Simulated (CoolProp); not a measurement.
Carbonyl sulfide along the isotherm 577.9 K: Z from the reference equation and from simpler models built on Tc = 378.8 K, pc = 6.369 MPa, ω = 0.098; each cubic takes its own stable root.

The numbers come from the reference Helmholtz-energy equation of state, Lemmon 2006 in CoolProp. It is a short technical equation, of lower accuracy than the large ones.

| p (MPa) | phase | reference |
|---|---|---|
| 2.65 | gas | 0.9662 |
| 5.31 | gas | 0.9336 |
| 7.96 | supercritical | 0.9031 |
| 10.6 | supercritical | 0.8756 |
| 13.3 | supercritical | 0.8514 |
| 15.9 | supercritical | 0.8329 |
| 18.6 | supercritical | 0.8194 |
| 21.2 | supercritical | 0.8124 |
| 23.9 | supercritical | 0.8112 |
| 26.5 | supercritical | 0.8156 |
| 29.2 | supercritical | 0.8251 |
| 31.8 | supercritical | 0.8382 |

How far does each simpler model (van der Waals, Redlich-Kwong, Soave-Redlich-Kwong) lie from the reference over these 12 states: mean and median of the absolute difference, and the worst?


- van der Waals: mean 3.8 %, median 3.6 %, worst -7.0 % at 577.9 K and 15.9 MPa
- Redlich-Kwong: mean 0.8 %, median 0.8 %, worst -1.3 % at 577.9 K and 13.3 MPa
- Soave-Redlich-Kwong: mean 4.2 %, median 4.5 %, worst +7.2 % at 577.9 K and 31.8 MPa
